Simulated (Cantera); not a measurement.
A freely propagating, adiabatic, planar premixed flame of CH4 : O2 : N2 = 1 : 2.08 : 7.83 (molar parts), equivalence ratio 0.96, unburnt at 575 K and 100000 Pa; mixture-averaged transport, grid criteria slope 0.08 and curve 0.16, no radiation.

Detailed kinetics in Cantera: GRI-Mech 3.0 (53 species, 325 reactions). Burning velocities carry a grid error of a few per cent, more on coarse grids.

### Question
How do the results move with these cheaper or finer settings: unity-Lewis-number transport; multicomponent transport; multicomponent+Soret transport; grid criteria slope 0.5, curve 1; grid criteria slope 0.25, curve 0.5; grid criteria slope 0.03, curve 0.06?

### Answer
```csv
setting,laminar burning velocity,thermal thickness,peak x(CH3),peak x(CH2CO),grid points
as above,118 cm/s,0.341 mm,0.00275,0.000122,148
unity-Lewis-number transport,87.4 cm/s,0.383 mm,0.00222,8.10e-5,131
multicomponent transport,119 cm/s,0.346 mm,0.00278,0.000124,148
multicomponent+Soret transport,117 cm/s,0.346 mm,0.00270,0.000121,148
"grid criteria slope 0.5, curve 1",128 cm/s,0.374 mm,0.00270,0.000118,42
"grid criteria slope 0.25, curve 0.5",122 cm/s,0.354 mm,0.00274,0.000121,57
"grid criteria slope 0.03, curve 0.06",116 cm/s,0.339 mm,0.00275,0.000122,352
```
The base run took very roughly 7 core-seconds.
Unity Lewis numbers drop preferential diffusion, which matters most where H2 and H carry the flame; Soret adds thermal diffusion.
